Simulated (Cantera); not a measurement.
An isothermal, constant-pressure homogeneous reactor starts with 23.3 % NO, 76.7 % N2, at 1923 K and 2670 Pa.

Model: GRI-Mech 3.0 (53 species, 325 reactions), integrated in Cantera. Radical loss at walls, strong at low pressure, is not modelled.

Question: Predict: x(NO) at 40.0 s; x(NO2) at 40.0 s; x(O2) at 40.0 s; x(O) at 40.0 s; x(N2) at 40.0 s.

Answer: 
```
Property                                              Value
----------------  -----------------------------------------
x(NO) at 40.0 s      0.0739 (gas-phase equilibrium 0.00480)
x(NO2) at 40.0 s    1.45e-5 (gas-phase equilibrium 1.14e-6)
x(O2) at 40.0 s        0.0791 (gas-phase equilibrium 0.114)
x(O) at 40.0 s    0.000637 (gas-phase equilibrium 0.000752)
x(N2) at 40.0 s         0.846 (gas-phase equilibrium 0.881)
```
